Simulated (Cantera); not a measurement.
**Premixed flame**

A freely propagating, adiabatic, planar premixed flame of CH₃OH : O₂ : N₂ = 1 : 1.74 : 8.72 (molar parts), equivalence ratio 0.86, unburnt at 300 K and 0.130 bar; mixture-averaged transport, grid criteria slope 0.08 and curve 0.16, no radiation.

Computed with Cantera and GRI-Mech 3.0 (53 species, 325 reactions). GRI-Mech 3.0 was tuned for natural gas; its chemistry of methanol as a main component is partial and can be far from experiment. Burning velocities carry a grid error of a few per cent, more on coarse grids.

```json
[
 {"z (mm)": "-9.98", "T (K)": "300", "u (m/s)": "0.287", "x CH₃OH": "0.0872", "x O₂": "0.152", "x HCO": "<1e-8", "x O": "<1e-8", "x HCN": "<1e-8", "x NO": "<1e-8"},
 {"z (mm)": "-6.65", "T (K)": "303", "u (m/s)": "0.289", "x CH₃OH": "0.0870", "x O₂": "0.151", "x HCO": "<1e-8", "x O": "<1e-8", "x HCN": "<1e-8", "x NO": "<1e-8"},
 {"z (mm)": "-4.99", "T (K)": "313", "u (m/s)": "0.300", "x CH₃OH": "0.0866", "x O₂": "0.150", "x HCO": "<1e-8", "x O": "<1e-8", "x HCN": "<1e-8", "x NO": "<1e-8"},
 {"z (mm)": "-3.33", "T (K)": "390", "u (m/s)": "0.377", "x CH₃OH": "0.0833", "x O₂": "0.144", "x HCO": "<1e-8", "x O": "<1e-8", "x HCN": "<1e-8", "x NO": "<1e-8"},
 {"z (mm)": "-1.66", "T (K)": "753", "u (m/s)": "0.746", "x CH₃OH": "0.0604", "x O₂": "0.117", "x HCO": "<1e-8", "x O": "<1e-8", "x HCN": "<1e-8", "x NO": "3.82e-8"},
 {"z (mm)": "-0.832", "T (K)": "1090", "u (m/s)": "1.10", "x CH₃OH": "0.0327", "x O₂": "0.0892", "x HCO": "2.53e-6", "x O": "2.29e-6", "x HCN": "2.05e-8", "x NO": "1.75e-7"},
 {"z (mm)": "0", "T (K)": "1434", "u (m/s)": "1.47", "x CH₃OH": "0.00368", "x O₂": "0.0587", "x HCO": "8.80e-5", "x O": "0.000375", "x HCN": "3.73e-8", "x NO": "4.63e-7"},
 {"z (mm)": "0.832", "T (K)": "1524", "u (m/s)": "1.56", "x CH₃OH": "1.40e-5", "x O₂": "0.0426", "x HCO": "3.36e-6", "x O": "0.00240", "x HCN": "2.93e-8", "x NO": "7.23e-7"},
 {"z (mm)": "1.66", "T (K)": "1551", "u (m/s)": "1.58", "x CH₃OH": "1.17e-8", "x O₂": "0.0356", "x HCO": "2.29e-8", "x O": "0.00326", "x HCN": "1.17e-8", "x NO": "9.90e-7"},
 {"z (mm)": "3.33", "T (K)": "1588", "u (m/s)": "1.61", "x CH₃OH": "<1e-8", "x O₂": "0.0311", "x HCO": "<1e-8", "x O": "0.00342", "x HCN": "<1e-8", "x NO": "1.50e-6"},
 {"z (mm)": "6.65", "T (K)": "1634", "u (m/s)": "1.65", "x CH₃OH": "<1e-8", "x O₂": "0.0286", "x HCO": "<1e-8", "x O": "0.00301", "x HCN": "<1e-8", "x NO": "2.34e-6"},
 {"z (mm)": "13.3", "T (K)": "1689", "u (m/s)": "1.70", "x CH₃OH": "<1e-8", "x O₂": "0.0267", "x HCO": "<1e-8", "x O": "0.00229", "x HCN": "<1e-8", "x NO": "3.51e-6"},
 {"z (mm)": "26.6", "T (K)": "1746", "u (m/s)": "1.75", "x CH₃OH": "<1e-8", "x O₂": "0.0246", "x HCO": "<1e-8", "x O": "0.00151", "x HCN": "<1e-8", "x NO": "4.95e-6"}
]
```
x: mole fraction of selected species; z is measured from the peak of heat release.

```yaml
laminar_burning_velocity: 28.6 cm/s
thermal_thickness: 3.33 mm
peak x(HCO): 8.80e-5
peak x(O): 0.00344
peak x(HCN): 4.03e-8
grid_points: 123
```
